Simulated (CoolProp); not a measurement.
Properties of nitrous oxide along the isobar 266 bar.

Model: reference Helmholtz-energy equation of state, Lemmon 2006, in CoolProp. It is a short technical equation, of lower accuracy than the large ones.

```tsv
T (K)	phase	cp (kJ/(kg K))	cv (kJ/(kg K))	expansivity (1/kK)
281.8	liquid	1.782	0.9103	3.277
312.9	supercritical	1.887	0.9073	4.164
344.1	supercritical	2.015	0.9092	5.430
375.3	supercritical	2.061	0.9121	6.507
406.5	supercritical	1.920	0.9105	6.311
437.6	supercritical	1.719	0.9091	5.316
468.8	supercritical	1.566	0.9123	4.363
500	supercritical	1.466	0.9193	3.641
```
